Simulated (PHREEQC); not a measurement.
2.4 g of hydrous ferric oxide (600 m²/g; 0.2 weak and 0.005 strong sites per Fe, Dzombak-Morel constants, diffuse double layer) in 1 kg of water with 0.3 mol/kgw of an inert sodium salt, at 25 °C; the pH is set by adding NaOH or the inert anion's acid. Oxygen alone is held at its pressure in air (log pO2 = -0.68). The system is closed to CO2. No solid was allowed to form.

Base run: PHREEQC, ion-association model, wateq4f.dat. Each further column changes one thing. The table gives surface charge σ (C/m²).

```
pH       base  background salt from 0.3 to 0.03 mol/kgw  oxide from 2.4 to 12 g/kgw  0.00066 mol/kgw CuSO4 added
-----  ------  ----------------------------------------  --------------------------  ---------------------------
3       0.368                                     0.351                       0.368                        0.285
3.67    0.360                                     0.307                       0.360                        0.280
4.33    0.331                                     0.235                       0.332                        0.261
5       0.269                                     0.159                       0.271                        0.220
5.67    0.191                                     0.098                       0.192                        0.165
6.33    0.121                                     0.056                       0.122                        0.115
7.67    0.024                                     0.009                       0.024                        0.036
8.33   -0.012                                    -0.005                      -0.012                        0.001
9      -0.051                                    -0.021                      -0.051                       -0.035
9.67   -0.101                                    -0.045                      -0.102                       -0.080
10.33  -0.166                                    -0.082                      -0.167                       -0.135
11     -0.244                                    -0.138                      -0.245                       -0.199
```

The oxide is taken as insoluble; below pH 4 it would dissolve. The database's constant for dissolved Cu(OH)2 is higher than later reviews accept.
